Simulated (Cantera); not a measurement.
**Premixed flame**

A freely propagating, adiabatic, planar premixed flame of 6.70 % CH4, 5.56 % H2, 17.6 % O2, 66.2 % N2, 4.02 % H2O, equivalence ratio 0.92, unburnt at 500 K and 1.09 atm; mixture-averaged transport, grid criteria slope 0.08 and curve 0.16, no radiation.

Cantera simulation using GRI-Mech 3.0 (53 species, 325 reactions); the numbers are that mechanism's predictions, not measurements. Burning velocities carry a grid error of a few per cent, more on coarse grids.

```csv
z (mm),T (K),u (m/s),x CH4,x H2,x O2,x HCO,x OH,x CH2
-0.971,500,1.06,0.0671,0.0551,0.176,<1e-8,<1e-8,<1e-8
-0.647,501,1.06,0.0671,0.0538,0.176,<1e-8,<1e-8,<1e-8
-0.485,505,1.07,0.0671,0.0519,0.176,<1e-8,<1e-8,<1e-8
-0.324,540,1.14,0.0659,0.0475,0.175,<1e-8,3.38e-7,<1e-8
-0.162,847,1.79,0.0522,0.0387,0.155,3.18e-7,5.12e-5,1.50e-7
-0.0809,1234,2.62,0.0318,0.0333,0.121,9.04e-6,0.000346,4.27e-6
0,1622,3.46,0.00879,0.0264,0.0754,4.53e-5,0.00238,3.24e-5
0.0809,1798,3.84,0.000772,0.0183,0.0462,1.74e-5,0.00655,1.14e-5
0.162,1858,3.95,3.49e-5,0.0143,0.0356,1.27e-6,0.00884,7.48e-7
0.324,1929,4.08,6.54e-8,0.0127,0.0297,4.27e-8,0.00973,<1e-8
0.647,2013,4.23,<1e-8,0.0110,0.0259,1.88e-8,0.00946,<1e-8
1.29,2096,4.39,<1e-8,0.00825,0.0228,<1e-8,0.00840,<1e-8
2.59,2163,4.51,<1e-8,0.00559,0.0201,<1e-8,0.00694,<1e-8
```
x: mole fraction of selected species; z is measured from the peak of heat release.

```yaml
laminar_burning_velocity: 106 cm/s
thermal_thickness: 0.324 mm
peak x(HCO): 4.63e-5
peak x(OH): 0.00975
peak x(CH2): 3.34e-5
grid_points: 142
```
